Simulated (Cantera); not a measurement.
Mixture: C₃H₈ : O₂ : N₂ : CO₂ = 1 : 5.1 : 19.2 : 0.69 (molar parts), equivalence ratio 0.98, at 0.908 atm, adiabatic and at constant pressure. Ignition delay is the time to a rise of 400 K.

Cantera simulation using GRI-Mech 3.0 (53 species, 325 reactions); the numbers are that mechanism's predictions, not measurements. GRI-Mech 3.0 was tuned for natural gas; its chemistry of propane as a main component is partial and can be far from experiment.

**Question.** Predict: delay at 1175 K; delay at 1275 K; delay at 1375 K; delay at 1475 K; delay at 1575 K; delay at 1675 K; apparent activation energy between 1475 and 1675 K.

**Answer.** 
```json
{
 "delay at 1175 K": "11.2 ms",
 "delay at 1275 K": "1.61 ms",
 "delay at 1375 K": "0.344 ms",
 "delay at 1475 K": "0.107 ms",
 "delay at 1575 K": "45.5 µs",
 "delay at 1675 K": "24.1 µs",
 "apparent activation energy between 1475 and 1675 K": "150 kJ/mol"
}
```
